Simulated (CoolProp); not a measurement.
Vapour-liquid equilibrium of CHF3 (R23) (1) + R152A (2) at 274.2 K; x and y are mole fractions of (1).

The numbers come from the multi-fluid Helmholtz-energy mixture model, Penoncello 2003 and Outcalt 1996; pair parameters Bell 2016 in CoolProp.

Task: Give the bubble pressure and the first vapour's composition at x = 0.2, 0.575, 0.725. Is there an azeotrope?

Result: x = 0.2: 0.6310 MPa, y = 0.615; x = 0.575: 1.423 MPa, y = 0.886; x = 0.725: 1.784 MPa, y = 0.933. No azeotrope shows between x = 0.05 and 0.95.

Pair parameters are fitted to limited data, so mixtures are less certain than the pure fluids.
